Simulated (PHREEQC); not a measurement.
1 kg of water meets 20 L of dry gas (CO2 0.64, CH4 0.36 by moles) at fixed total pressure, at 60 °C; fugacities by Peng-Robinson. The gases take part in no redox reaction, some water evaporates into the gas, and hydrates or a liquid gas phase aren't modelled. Nothing may precipitate in this run.

Equilibrium calculation in PHREEQC: ion-association model, phreeqc.dat.

Question: Predict dissolved CO2 (all carbonate carbon) (mol/kgw) at P (atm) = 10, 40, 50, 100, 150.

Answer: 
| P (atm) | dissolved CO2 (all carbonate carbon) (mol/kgw) |
|---|---|
| 10 | 0.0984 |
| 40 | 0.348 |
| 50 | 0.416 |
| 100 | 0.647 |
| 150 | 0.754 |

Complexes and solids missing from the database can't appear. At this temperature some constants are extrapolated from 25 °C, and those without enthalpy data are left unchanged.
